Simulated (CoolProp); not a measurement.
A single-stage vapour-compression cycle with cyclopentane: evaporating at 295.15 K (dew point), condensing at 363.15 K (bubble point), superheat 5 K, subcooling 2 K, compressor efficiency 0.9, no pressure losses. Each further row changes one setting.

Values from CoolProp's reference Helmholtz-energy equation of state, Gedanitz 2015.

```tsv
case	cooling COP	pressure ratio	discharge temperature (K)	refrigerating effect (kJ/kg)	volumetric capacity (kJ/m³)
as stated	3.12	8.69	372.5	285	306
evaporating temperature 300.15 K	3.49	7.13	371.1	290	[?]
condensing temperature 358.15 K	3.46	[?]	368.2	295	317
subcooling 7 K	3.24	8.69	372.5	295	317
superheat 15 K	3.16	8.69	[?]	[?]	308
compressor efficiency 0.8	2.78	8.69	379.5	285	306
```

Problem. Fill in the missing entries.

Solution. 
- evaporating temperature 300.15 K, volumetric capacity (kJ/m³): 375
- condensing temperature 358.15 K, pressure ratio: 7.65
- superheat 15 K, discharge temperature (K): 381.9
- superheat 15 K, refrigerating effect (kJ/kg): 297
